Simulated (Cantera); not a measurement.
A perfectly stirred reactor is fed with CH3OH : O2 : N2 = 1 : 2.68 : 12.9 (molar parts), at 10.0 bar; it is adiabatic with a 425 K inlet, and is followed from long to short residence time, starting on the burning branch (τ in s: 0.29, 0.13, 0.061, 0.028, 0.013, 0.006, 0.0027, 0.0013, 0.00058, 0.00027, 0.00012, 5.7e-05).

Model: GRI-Mech 3.0 (53 species, 325 reactions), integrated in Cantera. GRI-Mech 3.0 was tuned for natural gas; its chemistry of methanol as a main component is partial and can be far from experiment.

Q: What does this change do: 0.43 parts H2O added?

A: 
```tsv
quantity	before	after
blow-out, bracketed by the residence times tried	burning at 2.70 ms, out at 1.30 ms	burning at 2.70 ms, out at 1.30 ms
x(CH3OH) at τ = 0.290 s	2.05e-6	2.47e-6
x(O2) at τ = 0.290 s	0.0691	0.0674
x(C2H4) at τ = 0.290 s	<1e-12	<1e-12
x(CH2) at τ = 0.290 s	1.17e-11	8.73e-12
x(CO2) at τ = 0.290 s	0.0585	0.0570
x(CH3OH) at τ = 2.70 ms	0.000219	0.000688
x(O2) at τ = 2.70 ms	0.0731	0.0762
x(C2H4) at τ = 2.70 ms	6.50e-11	5.56e-11
x(CH2) at τ = 2.70 ms	3.28e-10	1.11e-10
x(CO2) at τ = 2.70 ms	0.0504	0.0408
```

Q: What does this change do: N2 12.9 to 19 parts?

A: 
```
quantity                                                                      before                               after
------------------------------------------------  ----------------------------------  ----------------------------------
blow-out, bracketed by the residence times tried  burning at 2.70 ms, out at 1.30 ms  burning at 28.0 ms, out at 13.0 ms
x(CH3OH) at τ = 0.290 s                                                      2.05e-6                             5.91e-5
x(O2) at τ = 0.290 s                                                          0.0691                              0.0517
x(C2H4) at τ = 0.290 s                                                        <1e-12                              <1e-12
x(CH2) at τ = 0.290 s                                                       1.17e-11                              <1e-12
x(CO2) at τ = 0.290 s                                                         0.0585                              0.0415
x(CH3OH) at τ = 2.70 ms                                                     0.000219                              0.0441
x(O2) at τ = 2.70 ms                                                          0.0731                               0.118
x(C2H4) at τ = 2.70 ms                                                      6.50e-11                              <1e-12
x(CH2) at τ = 2.70 ms                                                       3.28e-10                              <1e-12
x(CO2) at τ = 2.70 ms                                                         0.0504                              <1e-12
```
